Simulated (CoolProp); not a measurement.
Values from CoolProp's reference Helmholtz-energy equation of state, Fiedler 2023.

### Question
For tetrahydrofuran, give the phase and the Z, cp (kJ/(kg K)), speed of sound (m/s), isothermal compressibility (1/MPa) at 362.5 K and 0.995 MPa.

### Answer
- 362.5 K and 0.995 MPa: liquid; Z 0.0294, cp 1.98, speed of sound 986, isothermal compressibility 0.00178
